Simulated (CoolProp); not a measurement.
Model: reference Helmholtz-energy equation of state, Lemmon 2005, in CoolProp. It is a short technical equation, of lower accuracy than the large ones.

Problem. For trans-2-butene, give the phase and the cp (kJ/(kg K)), isothermal compressibility (1/MPa), expansivity (1/kK) at 13.85 °C and 3.46 MPa.

Solution. 
- 13.85 °C and 3.46 MPa: liquid; cp 2.26, isothermal compressibility 0.00225, expansivity 1.81
